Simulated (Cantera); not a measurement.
An adiabatic, constant-volume homogeneous reactor starts with 2.15 % C3H8, 18.6 % O2, 69.8 % N2, 5.82 % H2O, 3.66 % H2, equivalence ratio 0.68, at 1400 K and 0.240 bar.

Model: GRI-Mech 3.0 (53 species, 325 reactions), integrated in Cantera. GRI-Mech 3.0 was tuned for natural gas; its chemistry of propane as a main component is partial and can be far from experiment.

Q: Predict: time of steepest temperature rise; temperature at 1.00 s; equilibrium temperature; x(O2) at 1.00 s; x(H2O) at 1.00 s; x(H2O2) at 1.00 s.

A: 
```json
{
  "time_of_steepest_temperature_rise": "0.333 ms",
  "temperature at 1.00 s": "2592 K",
  "equilibrium_temperature": "2592 K",
  "x(O2) at 1.00 s": "0.0565 (gas-phase equilibrium 0.0565)",
  "x(H2O) at 1.00 s": "0.154 (gas-phase equilibrium 0.154)",
  "x(H2O2) at 1.00 s": "2.11e-7 (gas-phase equilibrium 2.11e-7)"
}
```
